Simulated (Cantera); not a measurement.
A closed system holds: 1 mol Si, 2 mol NH3, 16 mol H2, held at 18.8 Torr.

Cantera equilibrium calculation (NASA polynomials, part measured and part estimated; ideal gas, pure solids and liquids). Candidate condensed phases: Si, Si3N4; 18 gas species. Mutual solubility and eutectic melting of coexisting phases are not modelled. Gases not in the tables: Si2H6 and higher silanes. Rates play no part.

Problem. Which condensed phases are stable at each of these points (T (K)): 675, 775, 875, 975, 1075, 1175, 1275, 1375, 1475, 1575, 1675, 1775, 1875?

Solution. 
| T (K) | condensed phases | Si condensed (%) |
|---|---|---|
| 675 | Si3N4(s) | 100.0 |
| 775 | Si3N4(s) | 100.0 |
| 875 | Si3N4(s) | 100.0 |
| 975 | Si3N4(s) | 100.0 |
| 1075 | Si3N4(s) | 100.0 |
| 1175 | Si3N4(s) | 100.0 |
| 1275 | Si3N4(s) | 100.0 |
| 1375 | Si3N4(s) | 100.0 |
| 1475 | Si3N4(s) | 100.0 |
| 1575 | Si3N4(s) | 100.0 |
| 1675 | Si(s) + Si3N4(s) | 99.9 |
| 1775 | Si(l) | 99.7 |
| 1875 | Si(l) | 99.0 |

From 675 K to 1575 K the condensed part is Si3N4(s). At 1675 K the condensed part is Si(s) + Si3N4(s). From 1775 K to 1875 K the condensed part is Si(l).
